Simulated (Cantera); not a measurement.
Charge: 1 mol Si3N4, 0.048 mol CO2, 39 mol H2, at 0.000200 bar.

Method: chemical equilibrium by Gibbs-energy minimisation in Cantera with the NASA 1993 tables (ideal gas, pure condensed phases). Candidate condensed phases: C, C6H6, C7H8, C8H18, H2O, Si, SiC, SiO2, Si2N2O, Si3N4; 151 gas species. Mutual solubility and eutectic melting of coexisting phases are not modelled. Equilibrium is a limit: real reactors are often held back by kinetics, nucleation or transport.

Question: At 1100 °C, list the 4 most abundant gas species with their mole fractions, and the condensed phases.

Answer: H2 0.984, N2 0.0154, H 0.000234, SiO 0.000147. Condensed: Si(s) + SiC(s) + Si2N2O(s) + Si3N4(s).
